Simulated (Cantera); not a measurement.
Cantera run, input and output.

```python
import numpy as np
import cantera as ct

gas = ct.Solution("h2o2.yaml")
gas.TPX = 1125, 1800, {'H2': 0.42, 'O2': 1}
reactor = ct.IdealGasConstPressureReactor(gas, energy="off", clone=False)
net = ct.ReactorNet([reactor])
net.rtol, net.atol = 1e-08, 1e-18
show = ['H2', 'O2', 'HO2', 'H', 'OH', 'H2O', 'H2O2']
times = np.geomspace(3e-05, 6, 9)

steps = ct.SolutionArray(gas, extra=["t"])
rows = []
print(f"{'t/s':>10s}{'T/K':>9s}{'P/Pa':>11s}" + "".join(f"{s:>11s}" for s in show))
for t in times:
    while net.time < t:
        t_next = net.step()
        steps.append(gas.state, t=t_next)
    rows.append([np.interp(t, steps.t, y) for y in (steps.T, steps.P, *steps(*show).X.T)])
    print(f"{t:10.3e}{rows[-1][0]:9.1f}{rows[-1][1]:11.4g}" + "".join(f"{x:11.3e}" for x in rows[-1][2:]))
rate = np.gradient(steps.T, steps.t)
print("integrator steps:", len(steps.t))
if steps.T.max() > steps.T[0] + 200:
    print(f"time of steepest temperature rise: {steps.t[rate.argmax()]:.4e} s")
gas.TPX = 1125, 1800, {'H2': 0.42, 'O2': 1}
gas.equilibrate("TP")
print(f"equilibrium (TP): T = {gas.T:.1f} K  " + "  ".join(f"{s} {gas[s].X[0]:.3e}" for s in show))
```

Result:

```
       t/s      T/K       P/Pa         H2         O2        HO2          H         OH        H2O       H2O2
 3.000e-05   1125.0       1800  2.958e-01  7.042e-01  1.706e-09  1.646e-09  2.068e-10  2.531e-10  4.124e-13
 1.380e-04   1125.0       1800  2.958e-01  7.042e-01  7.921e-09  1.732e-08  3.397e-09  1.614e-08  8.755e-12
 6.344e-04   1125.0       1800  2.957e-01  7.042e-01  3.447e-07  4.363e-05  8.960e-06  6.170e-05  5.074e-10
 2.917e-03   1125.0       1800  1.462e-02  5.906e-01  1.756e-05  7.692e-02  8.916e-03  2.573e-01  6.093e-07
 1.342e-02   1125.0       1800  1.663e-03  6.474e-01  1.557e-05  2.154e-03  2.903e-03  3.410e-01  1.001e-06
 6.170e-02   1125.0       1800  4.764e-05  6.526e-01  2.075e-06  1.039e-05  4.872e-04  3.467e-01  2.989e-07
 2.837e-01   1125.0       1800  3.342e-06  6.528e-01  2.143e-07  2.261e-07  1.366e-04  3.470e-01  6.569e-08
 1.305e+00   1125.0       1800  4.429e-07  6.529e-01  3.398e-08  1.193e-08  5.125e-05  3.471e-01  1.528e-08
 6.000e+00   1125.0       1800  7.761e-08  6.529e-01  8.817e-09  9.116e-10  2.174e-05  3.471e-01  3.542e-09
integrator steps: 2006
equilibrium (TP): T = 1125.0 K  H2 7.769e-09  O2 6.529e-01  HO2 8.803e-09  H 2.938e-11  OH 6.840e-06  H2O 3.471e-01  H2O2 4.408e-10
```

Computed with Cantera and the H2/O2 subset of GRI-Mech 3.0, which has no nitrogen chemistry. Radical loss at walls, strong at low pressure, is not modelled. The temperature is held fixed by assumption; the heat of reaction is taken as removed at once.
